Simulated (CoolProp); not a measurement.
Model: reference Helmholtz-energy equation of state, Lemmon 2006, in CoolProp. It is a short technical equation, of lower accuracy than the large ones.

Task: For CH3F (R41), give the phase and the density (kg/m³), cp (kJ/(kg K)), isothermal compressibility (1/MPa), expansivity (1/kK) at 324.5 K and 21.1 bar; 343.8 K and 21.1 bar; 395.2 K and 21.1 bar.

Result: 
- 324.5 K and 21.1 bar: gas; density 30.9, cp 1.48, isothermal compressibility 0.557, expansivity 4.99
- 343.8 K and 21.1 bar: gas; density 28.3, cp 1.43, isothermal compressibility 0.537, expansivity 4.27
- 395.2 K and 21.1 bar: gas; density 23.5, cp 1.42, isothermal compressibility 0.509, expansivity 3.20
